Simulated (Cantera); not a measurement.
# Equilibrium for silicates and aluminates: SiO2 + MgCl2 + O2

Input: 1 mol SiO2, 1.7 mol MgCl2, 0.37 mol O2, equilibrated at 873.15 K and 7.50 Torr.

Equilibrium computed with Cantera from the NASA thermochemical tables; the gas is ideal and each condensed phase is pure. Candidate condensed phases: Mg, MgCl2, MgO, MgSiO3, Mg2SiO4, Si, SiO2; 20 gas species. Condensed phases not in the tables: alloys, solid solutions and most ternary compounds. The numbers say what is thermodynamically allowed, not how fast it happens.

| Property | Value |
|---|---|
| x(Cl2) | 0.999 |
| x(Cl) | 0.000444 |
| x(MgCl2) | 0.000324 |
| x(SiCl4) | 3.95e-6 |
| n(MgCl2(s)) | 0.960 mol |
| n(MgSiO3(s)) | 0.740 mol |
| n(SiO2(β-quartz)) | 0.260 mol |
| gas amount | 0.7404 mol |
| log10 activity of Mg(s) (absent) | -28.02 |
| log10 activity of Si(s) (absent) | -36.14 |
